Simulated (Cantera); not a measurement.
A perfectly stirred reactor is fed with 6.67 % H₂, 10.3 % O₂, 83.1 % N₂, equivalence ratio 0.33, at 90.0 Torr; it is held at 973 K, and followed from long to short residence time.

Detailed kinetics in Cantera: GRI-Mech 3.0 (53 species, 325 reactions). Radical loss at walls, strong at low pressure, is not modelled. The temperature is held fixed by assumption; the heat of reaction is taken as removed at once.

x: mole fraction; the columns are a selection and need not sum to one.

| τ (s) | x H₂ | x O₂ | x N₂O | x NO | x O | x H₂O₂ | x NO₂ |
|---|---|---|---|---|---|---|---|
| 2.3 | 0.000362 | 0.0718 | 6.79e-8 | 1.44e-8 | 3.80e-5 | ___ | 1.15e-10 |
| 0.55 | 0.000832 | 0.0719 | 4.54e-8 | 2.76e-8 | 9.37e-5 | ___ | 8.54e-11 |
| 0.13 | 0.00185 | 0.0723 | 2.77e-8 | 6.03e-8 | 0.000220 | ___ | 6.45e-11 |
| 0.032 | 0.00392 | 0.0732 | 1.59e-8 | 1.24e-7 | 0.000482 | 5.36e-7 | 4.55e-11 |
| 0.0077 | 0.00834 | 0.0753 | 8.57e-9 | 2.23e-7 | 0.00101 | 5.44e-7 | 2.97e-11 |
| 0.0019 | 0.0175 | 0.0799 | 4.23e-9 | 2.72e-7 | 0.00182 | ___ | 1.67e-11 |
| 0.00045 | 0.0375 | 0.0896 | 1.33e-9 | 1.03e-7 | 0.00209 | ___ | 4.46e-12 |

Question: Some entries are withheld; supply them.

Answer: 
- 2.3, x H₂O₂: 3.29e-7
- 0.55, x H₂O₂: 4.14e-7
- 0.13, x H₂O₂: 4.84e-7
- 0.0019, x H₂O₂: 4.87e-7
- 0.00045, x H₂O₂: 3.39e-7
